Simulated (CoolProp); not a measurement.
Computed with CoolProp (reference Helmholtz-energy equation of state, Gao 2016).

Q: Give the vapour pressure (MPa), liquid density (kg/m³), enthalpy of vaporisation (kJ/kg), liquid cp (kJ/(kg K)) of saturated sulfur dioxide at 315.1, 326.2, 359.5 K.

A: 
| T (K) | p (MPa) | liquid density (kg/m³) | enthalpy of vaporisation (kJ/kg) | liquid cp (kJ/(kg K)) |
|---|---|---|---|---|
| 315.1 | 0.668 | 1320 | 338 | 1.42 |
| 326.2 | 0.915 | 1280 | 325 | 1.45 |
| 359.5 | 2.08 | 1170 | 280 | 1.59 |
